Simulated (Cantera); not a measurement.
Thermodynamics of boron, boron nitride and boron oxide, feed BF3 + H2O + H2 + O2

Input: 1 mol BF3, 3.9 mol H2O, 3.2 mol H2, 0.17 mol O2, held at 1.33 mbar.

Cantera equilibrium calculation (NASA polynomials, part measured and part estimated; ideal gas, pure solids and liquids). Candidate condensed phases: B, B2O3, B3O3H3, H2O; 43 gas species. Gases not in the tables: H3BO3. Rates play no part.

| T (K) | log p H2O | log p H2 | log p HF | log p BOF | log p HBO2 |
|---|---|---|---|---|---|
| 1298 | -3.36 | -3.38 | -3.49 | -4.00 | -4.38 |
| 1348 | -3.36 | -3.38 | -3.48 | -3.99 | -4.37 |
| 1398 | -3.36 | -3.38 | -3.48 | -3.99 | -4.37 |
| 1448 | -3.37 | -3.38 | -3.47 | -3.99 | -4.36 |
| 1498 | -3.37 | -3.38 | -3.47 | -3.99 | -4.35 |
| 1548 | -3.37 | -3.38 | -3.47 | -4.00 | -4.35 |
| 1598 | -3.37 | -3.38 | -3.47 | -4.00 | -4.34 |
| 1648 | -3.37 | -3.38 | -3.47 | -4.00 | -4.34 |
| 1698 | -3.37 | -3.38 | -3.47 | -4.00 | -4.33 |
| 1748 | -3.37 | -3.38 | -3.47 | -4.01 | -4.33 |
log p: log10 of the partial pressure in bar; nothing condenses.

From 1298 K to 1748 K nothing is condensed.
